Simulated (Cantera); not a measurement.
Charge: 1 mol C2F6, 17 mol H2, equilibrated at 1.33 mbar.

Cantera equilibrium calculation (NASA polynomials, part measured and part estimated; ideal gas, pure solids and liquids). Candidate condensed phases: C, C6H6, C7H8, C8H18; 95 gas species. The feed counts by its element totals alone. Rates play no part.

Question: At 1725 K, list the 4 most abundant gas species with their mole fractions, and the condensed phases.

Answer: H2 0.696, HF 0.299, H 0.00424, C2H2 (acetylene) 6.42e-5. Condensed: C(graphite).
